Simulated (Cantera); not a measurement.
A freely propagating, adiabatic, planar premixed flame of H₂ : O₂ : N₂ = 1 : 0.602 : 2.27 (molar parts), equivalence ratio 0.83, unburnt at 300 K and 7500 Torr; mixture-averaged transport, grid criteria slope 0.08 and curve 0.16, no radiation.

Cantera simulation using the H2/O2 subset of GRI-Mech 3.0, which has no nitrogen chemistry; the numbers are that mechanism's predictions, not measurements. The hydrogen kinetics of GRI-Mech 3.0 are dated; newer H2 mechanisms differ, most at raised pressure. Burning velocities carry a grid error of a few per cent, more on coarse grids.

How do the results move with these cheaper or finer settings: unity-Lewis-number transport; multicomponent transport; multicomponent+Soret transport; grid criteria slope 0.5, curve 1; grid criteria slope 0.25, curve 0.5; grid criteria slope 0.03, curve 0.06?


| setting | laminar burning velocity | thermal thickness | peak x(HO₂) | peak x(O) | grid points |
|---|---|---|---|---|---|
| as above | 77.3 cm/s | 0.0324 mm | 0.00117 | 0.00239 | 117 |
| unity-Lewis-number transport | 121 cm/s | 0.0232 mm | 0.00103 | 0.00434 | 115 |
| multicomponent transport | 79.2 cm/s | 0.0315 mm | 0.00118 | 0.00244 | 118 |
| multicomponent+Soret transport | 74.5 cm/s | 0.0321 mm | 0.00113 | 0.00239 | 120 |
| grid criteria slope 0.5, curve 1 | 65.8 cm/s | 0.0409 mm | 0.000991 | 0.00186 | 34 |
| grid criteria slope 0.25, curve 0.5 | 74.9 cm/s | 0.0351 mm | 0.00110 | 0.00226 | 52 |
| grid criteria slope 0.03, curve 0.06 | 80.2 cm/s | 0.0311 mm | 0.00121 | 0.00248 | 254 |
Unity Lewis numbers drop preferential diffusion, which matters most where H2 and H carry the flame; Soret adds thermal diffusion.
